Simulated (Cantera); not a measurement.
Equilibrium for carbothermic reduction: Cu₂O + CH₄ + CO

Feed: 1 mol Cu₂O, a varied amount of CH₄, 0.051 mol CO, held at 677 °C and 95.0 mbar.

Method: chemical equilibrium by Gibbs-energy minimisation in Cantera with the NASA 1993 tables (ideal gas, pure condensed phases). Candidate condensed phases: C, C₆H₆, C₇H₈, C₈H₁₈, Cu, CuO, Cu(OH)₂, Cu₂O, H₂O; 113 gas species. The numbers say what is thermodynamically allowed, not how fast it happens.

From 0.36 mol CH₄ to 0.81 mol CH₄ the condensed part is Cu(s). From 1.1 mol CH₄ to 2.4 mol CH₄ the condensed part is C(graphite) + Cu(s).

```csv
n(CH₄) (mol),x H₂,x H₂O,x CO,x CO₂,x CH₄,x C₂H₄,x C₂H₆,x HCHO (formaldehyde),n Cu(s),n C(graphite)
0.36,0.309,0.328,0.125,0.238,1.59e-5,<1e-12,<1e-12,2.11e-9,2.00,0
0.47,0.441,0.202,0.196,0.161,0.000117,1.23e-11,3.47e-12,4.72e-9,2.00,0
0.62,0.541,0.107,0.259,0.0921,0.000539,1.72e-10,5.96e-11,7.66e-9,2.00,0
0.81,0.610,0.0416,0.309,0.0377,0.00238,2.64e-9,1.03e-9,1.03e-8,2.00,0
1.1,0.671,0.0173,0.291,0.0135,0.00716,1.98e-8,8.50e-9,1.07e-8,2.00,0.174
1.4,0.719,0.0158,0.247,0.00969,0.00824,2.28e-8,1.05e-8,9.71e-9,2.00,0.464
1.8,0.765,0.0139,0.205,0.00671,0.00931,2.58e-8,1.26e-8,8.59e-9,2.00,0.851
2.4,0.809,0.0118,0.164,0.00428,0.0104,2.89e-8,1.49e-8,7.26e-9,2.00,1.43
```
x: gas mole fraction; n: condensed amount in mol.
